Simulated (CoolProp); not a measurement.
Vapour-liquid equilibrium of propane (1) + neopentane (2) at 32.15 °C; x and y are mole fractions of (1).

Values from CoolProp's multi-fluid Helmholtz-energy mixture model, Lemmon 2009 and Lemmon 2006; pair parameters Bell 2016.

Q: Give the bubble pressure and the first vapour's composition at x = 0.2, 0.8, 0.95. Is there an azeotrope?

A: x = 0.2: 307.6 kPa, y = 0.425; x = 0.8: 861.0 kPa, y = 0.958; x = 0.95: 1070 kPa, y = 0.993. No azeotrope shows between x = 0.05 and 0.95.

Pair parameters are fitted to limited data, so mixtures are less certain than the pure fluids.
